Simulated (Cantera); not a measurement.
A freely propagating, adiabatic, planar premixed flame of 25.2 % H2, 12.7 % O2, 62.1 % N2, equivalence ratio 0.99, unburnt at 425 K and 67000 Pa; mixture-averaged transport, grid criteria slope 0.08 and curve 0.16, no radiation.

Cantera simulation using the H2/O2 subset of GRI-Mech 3.0, which has no nitrogen chemistry; the numbers are that mechanism's predictions, not measurements. Burning velocities carry a grid error of a few per cent, more on coarse grids.

**Question.** Predict: laminar burning velocity; thermal thickness; peak x(OH); peak x(O); peak x(H); peak x(H2O2).

**Answer.** 
```
Property                    Result
------------------------  --------
laminar burning velocity  293 cm/s
thermal thickness         0.742 mm
peak x(OH)                  0.0106
peak x(O)                  0.00824
peak x(H)                   0.0401
peak x(H2O2)               4.24e-5
```
